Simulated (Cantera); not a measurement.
Thermodynamics of silicon oxide and oxynitride deposition, feed SiH4 + H2O

Charge: 1 mol SiH4, 0.11 mol H2O, at 2023 K and 10.0 mbar.

These are equilibrium values from Cantera (NASA tables, ideal gas, pure condensed phases), not measurements of a reactor. Candidate condensed phases: H2O, Si, SiO2; 18 gas species. Gases not in the tables: Si2H6 and higher silanes. Kinetics and transport are ignored.

```yaml
x(H2): 0.927
x(SiO): 0.0488
x(H): 0.0183
x(Si): 0.00569
x(SiH): 0.000352
x(SiH2): 0.000112
x(Si2): 6.23e-5
x(Si3): 1.32e-5
n(Si(l)): 0.876 mol
gas_amount: 2.254 mol
```
